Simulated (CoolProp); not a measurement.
Saturation properties of hydrogen sulfide.

The numbers come from the reference Helmholtz-energy equation of state, Lemmon 2006 in CoolProp. It is a short technical equation, of lower accuracy than the large ones.

```tsv
T (K)	p (MPa)	liquid density (kg/m³)	liquid viscosity (µPa s)
231.4	0.2386	915.9	?
237.6	0.3073	904.3	216
243.8	0.3903	892.6	203
249.9	0.4876	880.8	?
256.1	0.6042	868.5	?
262.3	0.7405	855.9	171
268.5	0.8985	?	?
274.6	1.077	829.9	154
280.8	?	816.2	145
287	1.519	802.1	138
293.1	1.779	787.6	130
299.3	2.075	772.3	123
305.5	?	756.3	116
311.7	2.771	739.6	109
```

Question: Complete the blanks.

Answer: 
- 231.4, liquid viscosity (µPa s): 231
- 249.9, liquid viscosity (µPa s): 192
- 256.1, liquid viscosity (µPa s): 181
- 268.5, liquid density (kg/m³): 843.0
- 268.5, liquid viscosity (µPa s): 162
- 280.8, p (MPa): 1.284
- 305.5, p (MPa): 2.405

It boils at 212.9 K under 1 atm.

Viscosity comes from a separate model (Quiñones-Cisneros 2012).
